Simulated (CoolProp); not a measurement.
Oxygen at 293.15 K and 0.443 MPa is compressed adiabatically to 3.46 MPa with isentropic efficiency 0.7. Each further row changes one setting.

Values from CoolProp's reference Helmholtz-energy equation of state, Schmidt 1985.

```json
[
 {"case": "as stated", "work (kJ/kg)": "___", "final temperature (K)": "___", "final density (kg/m³)": "___"},
 {"case": "efficiency 1", "work (kJ/kg)": "___", "final temperature (K)": "___", "final density (kg/m³)": "___"},
 {"case": "efficiency 0.65", "work (kJ/kg)": "326", "final temperature (K)": "___", "final density (kg/m³)": "___"}
]
```

Q: Fill in the missing entries.

A: 
- as stated, work (kJ/kg): 303
- as stated, final temperature (K): 609.1
- as stated, final density (kg/m³): 21.7
- efficiency 1, work (kJ/kg): 212
- efficiency 1, final temperature (K): 518.7
- efficiency 1, final density (kg/m³): 25.5
- efficiency 0.65, final temperature (K): 632.0
- efficiency 0.65, final density (kg/m³): 20.9

Above 300 K oxygen's equation is extrapolated.
